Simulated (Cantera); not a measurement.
Charge: 1 mol Si2Cl6, 0.0048 mol Cl2, 200 mol N2, 0.16 mol HCl, at 3.00 Torr.

Cantera equilibrium calculation (NASA polynomials, part measured and part estimated; ideal gas, pure solids and liquids). Candidate condensed phases: NH4Cl, Si, Si3N4; 28 gas species. The feed counts by its element totals alone. N2 is the only nitrogen source here; it is nearly inert below about 1500 K, so the nitride shown seldom forms there in practice. The tables' values for SiCl3 are old estimates; treat these amounts as uncertain. Equilibrium is a limit: real reactors are often held back by kinetics, nucleation or transport.

log p: log10 of the partial pressure in bar; n: condensed amount in mol.

| T (K) | log p N2 | log p SiCl4 | log p SiCl2 | log p SiCl3 | log p HCl | n Si3N4(s) |
|---|---|---|---|---|---|---|
| 1198 | -2.40 | -4.57 | -5.76 | -5.63 | -5.50 | … |
| 1248 | -2.40 | -4.62 | -5.29 | -5.38 | -5.50 | … |
| 1298 | -2.40 | -4.73 | -4.90 | -5.20 | -5.50 | … |
| 1348 | -2.40 | -4.79 | -4.79 | -5.14 | -5.50 | 0 |
| 1398 | -2.40 | -4.80 | -4.80 | -5.11 | -5.50 | 0 |
| 1448 | -2.40 | -4.82 | -4.79 | -5.09 | -5.50 | 0 |
| 1498 | -2.40 | -4.85 | -4.78 | -5.06 | -5.50 | 0 |

**Question.** Complete the blanks.

**Answer.** 
- 1198, n Si3N4(s): 0.141
- 1248, n Si3N4(s): 0.106
- 1298, n Si3N4(s): 0.0336
